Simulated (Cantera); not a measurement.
Input (Python, Cantera) and output of one run.

```python
import numpy as np
import cantera as ct

gas_names = """
    AL ALH ALN AL2 H H2 N NH NH2 NH3 N2 N2H2 N2H4
""".split()
cond_names = """
    AL(cr) AL(L) ALN(s)
""".split()


# ... load() reads the species with a 1 bar reference pressure and builds the phases ...
atoms = {
    'Al': {'AL': 1},
    'NH3': {'N': 1, 'H': 3},
    'N2': {'N': 2},
}
top_T = {'ALN(s)': 2750}  # K; cautious upper limits of use, not melting points


# ... equilibrate(T, P, feed) seeds the gas with the atoms and calls Mixture.equilibrate('TP', solver="vcs", rtol=1e-11, max_steps=5000) ...
results = []
feed = {'Al': 1, 'NH3': 14, 'N2': 36}  # mol
P = 10000  # Pa
for T in [973, 1073, 1173, 1273, 1373, 1473, 1573, 1673, 1773, 1873, 1973, 2073, 2173]:
    mix = equilibrate(T, P, feed)
    results.append((T, P, feed, dict(zip(mix.species_names, mix.species_moles))))
    x = sorted(zip(gas.X, gas.species_names), reverse=True)
    print(f"T = {T:g} K  P = {P:g} Pa  gas = {mix.phase_moles(0):.4g} mol")
    print("   x: " + "  ".join(f"{s} {v:.3e}" for v, s in x if v > 1e-05))
    print("   condensed (mol): " + ("  ".join(f"{mix.phase(i).name} {mix.phase_moles(i):.4g}"
          for i in range(1, mix.n_phases) if mix.phase_moles(i) > 1e-12) or "none"))
```

It prints:

```
T = 973 K  P = 10000 Pa  gas = 63.5 mol
   x: N2 6.693e-01  H2 3.307e-01  NH3 1.088e-05
   condensed (mol): ALN(s) 1
T = 1073 K  P = 10000 Pa  gas = 63.5 mol
   x: N2 6.693e-01  H2 3.307e-01
   condensed (mol): ALN(s) 1
T = 1173 K  P = 10000 Pa  gas = 63.5 mol
   x: N2 6.693e-01  H2 3.307e-01
   condensed (mol): ALN(s) 1
T = 1273 K  P = 10000 Pa  gas = 63.5 mol
   x: N2 6.693e-01  H2 3.307e-01
   condensed (mol): ALN(s) 1
T = 1373 K  P = 10000 Pa  gas = 63.5 mol
   x: N2 6.693e-01  H2 3.307e-01
   condensed (mol): ALN(s) 1
T = 1473 K  P = 10000 Pa  gas = 63.5 mol
   x: N2 6.693e-01  H2 3.307e-01  H 2.301e-05
   condensed (mol): ALN(s) 1
T = 1573 K  P = 10000 Pa  gas = 63.5 mol
   x: N2 6.693e-01  H2 3.307e-01  H 7.393e-05
   condensed (mol): ALN(s) 1
T = 1673 K  P = 10000 Pa  gas = 63.51 mol
   x: N2 6.692e-01  H2 3.306e-01  H 2.071e-04
   condensed (mol): ALN(s) 1
T = 1773 K  P = 10000 Pa  gas = 63.52 mol
   x: N2 6.691e-01  H2 3.304e-01  H 5.171e-04
   condensed (mol): ALN(s) 0.9996
T = 1873 K  P = 10000 Pa  gas = 63.54 mol
   x: N2 6.689e-01  H2 3.299e-01  H 1.172e-03  AL 6.040e-05
   condensed (mol): ALN(s) 0.9959
T = 1973 K  P = 10000 Pa  gas = 63.62 mol
   x: N2 6.682e-01  H2 3.288e-01  H 2.447e-03  AL 4.723e-04  ALH 2.543e-05
   condensed (mol): ALN(s) 0.9683
T = 2073 K  P = 10000 Pa  gas = 63.95 mol
   x: N2 6.662e-01  H2 3.259e-01  H 4.748e-03  AL 3.020e-03  ALH 1.306e-04
   condensed (mol): ALN(s) 0.7985
T = 2173 K  P = 10000 Pa  gas = 65.26 mol
   x: N2 6.589e-01  H2 3.172e-01  AL 1.480e-02  H 8.595e-03  ALH 5.196e-04
   condensed (mol): none
```

Equilibrium computed with Cantera from the NASA thermochemical tables; the gas is ideal and each condensed phase is pure.
